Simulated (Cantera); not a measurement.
A freely propagating, adiabatic, planar premixed flame of H₂ : O₂ : N₂ = 1 : 0.667 : 2.51 (molar parts), unburnt at 373 K and 1.48 atm; mixture-averaged transport, grid criteria slope 0.08 and curve 0.16, no radiation.

Cantera simulation using the H2/O2 subset of GRI-Mech 3.0, which has no nitrogen chemistry; the numbers are that mechanism's predictions, not measurements. Burning velocities carry a grid error of a few per cent, more on coarse grids.

Question: What does this change do: inlet temperature 373 to 525 K?

Answer: 
| quantity | before | after |
|---|---|---|
| laminar burning velocity | 205 cm/s | 422 cm/s |
| thermal thickness | 0.220 mm | 0.249 mm |
| peak x(H₂O₂) | 8.94e-5 | 4.24e-5 |
| peak x(O) | 0.00859 | 0.0115 |
| peak x(HO₂) | 0.000535 | 0.000462 |
